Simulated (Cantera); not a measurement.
An isothermal, constant-pressure homogeneous reactor starts with 23.8 % NO, 76.2 % N₂, at 1975 K and 1.20 bar.

Detailed kinetics in Cantera: GRI-Mech 3.0 (53 species, 325 reactions).

x: mole fraction; the columns are a selection and need not sum to one.

| t (s) | x NO | x O₂ | x N₂ | x O | x N₂O | x NO₂ |
|---|---|---|---|---|---|---|
| 2.00e-6 | 0.238 | 4.95e-11 | 0.762 | 1.28e-7 | 1.31e-7 | ? |
| 8.29e-6 | 0.238 | 8.07e-10 | 0.762 | 4.89e-7 | 5.40e-7 | ? |
| 3.44e-5 | 0.238 | 1.19e-8 | 0.762 | 1.58e-6 | 2.17e-6 | ? |
| 0.000143 | 0.238 | 1.83e-7 | 0.762 | 4.75e-6 | 7.94e-6 | ? |
| 0.000591 | 0.238 | 5.57e-6 | 0.762 | 1.81e-5 | 2.07e-5 | ? |
| 0.00245 | 0.238 | 0.000121 | 0.762 | 3.37e-5 | 2.69e-5 | 6.37e-5 |
| 0.0102 | 0.236 | 0.000718 | 0.763 | 3.61e-5 | 2.67e-5 | 6.82e-5 |
| 0.0421 | 0.231 | 0.00320 | 0.765 | 4.39e-5 | 2.55e-5 | ? |
| 0.175 | 0.211 | 0.0132 | 0.775 | 6.65e-5 | 2.11e-5 | ? |
| 0.724 | 0.145 | 0.0465 | 0.809 | 0.000113 | 9.81e-6 | ? |
| 3.00 | 0.0399 | 0.0990 | 0.861 | 0.000160 | 1.03e-6 | ? |

### Question
Fill in the missing entries.

### Answer

- 2.00e-6, x NO₂: 3.89e-9
- 8.29e-6, x NO₂: 6.13e-8
- 3.44e-5, x NO₂: 7.69e-7
- 0.000143, x NO₂: 5.97e-6
- 0.000591, x NO₂: 3.18e-5
- 0.0421, x NO₂: 8.22e-5
- 0.175, x NO₂: 0.000116
- 0.724, x NO₂: 0.000137
- 3.00, x NO₂: 5.40e-5
